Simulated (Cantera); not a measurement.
Input: 1 mol Al(CH3)3, 0.81 mol N2, at 2073.15 K and 180 Torr.

Method: chemical equilibrium by Gibbs-energy minimisation in Cantera with the NASA 1993 tables (ideal gas, pure condensed phases). Candidate condensed phases: Al, AlN, C, C6H6, C7H8, C8H18; 97 gas species. The feed counts by its element totals alone. The numbers say what is thermodynamically allowed, not how fast it happens.

Base state: H2 0.923, N2 0.0630, H 0.00516, HCN 0.00469, Al 0.00265, C2H2 (acetylene) 0.00113, HNC 0.000303, AlH 0.000299 (mole fractions); condensed: AlN(s) + C(graphite).

Question: What changes in the equilibrium state with this change: temperature from 2073.15 K to 1698 K?

Answer: 
```csv
species,before,after
H2,0.923,0.934
N2,0.0630,0.0640
HCN,0.00469,0.000886
H,0.00516,0.000285
Al,0.00265,7.94e-7
AlH,0.000299,2.29e-7
C2H2 (acetylene),0.00113,6.73e-5
HNC,0.000303,2.64e-5
"AlN(s), mol",0.986,1.000
"C(graphite), mol",2.96,2.99
```
